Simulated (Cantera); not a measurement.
## Halide evaporation, hydrolysis and transport: LiCl + HCl + N2

A closed system holds: 1 mol LiCl, 2.2 mol HCl, 0.35 mol N2, equilibrated at 7.50 Pa.

Cantera equilibrium calculation (NASA polynomials, part measured and part estimated; ideal gas, pure solids and liquids). Candidate condensed phases: Li, LiCl, LiH, Li3N, NH4Cl; 19 gas species. Kinetics and transport are ignored.

From 698 K to 848 K the condensed part is LiCl(s). From 898 K to 1048 K nothing is condensed. The main Li-bearing gas is Li2Cl2 at 698 K and LiCl at 1048 K.

| T (K) | x HCl | x LiCl | x N2 | x Li2Cl2 | n LiCl(s) |
|---|---|---|---|---|---|
| 698 | 0.862 | 0.000101 | 0.137 | 0.000211 | 0.999 |
| 748 | 0.860 | 0.00107 | 0.137 | 0.00226 | 0.984 |
| 798 | 0.839 | 0.00837 | 0.133 | 0.0177 | 0.873 |
| 848 | 0.720 | 0.0507 | 0.114 | 0.106 | 0.113 |
| 898 | 0.684 | 0.108 | 0.109 | 0.0966 | 0 |
| 948 | 0.658 | 0.175 | 0.105 | 0.0610 | 0 |
| 998 | 0.638 | 0.231 | 0.102 | 0.0294 | 0 |
| 1048 | 0.627 | 0.261 | 0.0998 | 0.0118 | 0 |
x: gas mole fraction; n: condensed amount in mol.
